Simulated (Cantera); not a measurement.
Charge: 1 mol Si2H6, 0.38 mol H2O, 1 mol H2, held at 1700 K and 1000 Pa.

These are equilibrium values from Cantera (NASA tables, ideal gas, pure condensed phases), not measurements of a reactor. Candidate condensed phases: H2O, Si, SiO2; 18 gas species. The feed counts by its element totals alone. Gases not in the tables: Si2H6 and higher silanes. The numbers say what is thermodynamically allowed, not how fast it happens.

Base state: H2 0.919, SiO 0.0798, H 0.00141, Si 6.79e-5, SiH2 1.30e-5, SiH 1.01e-5 (mole fractions); condensed: Si(l).

Problem. What changes in the equilibrium state with this change: pressure from 1000 Pa to 133 Pa?

Solution. 
```tsv
species	before	after
H2	0.919	0.916
SiO	0.0798	0.0796
H	0.00141	0.00386
Si	6.79e-5	0.000509
SiH	1.01e-5	2.75e-5
SiH2	1.30e-5	1.30e-5
Si(l), mol	1.62	1.62
```
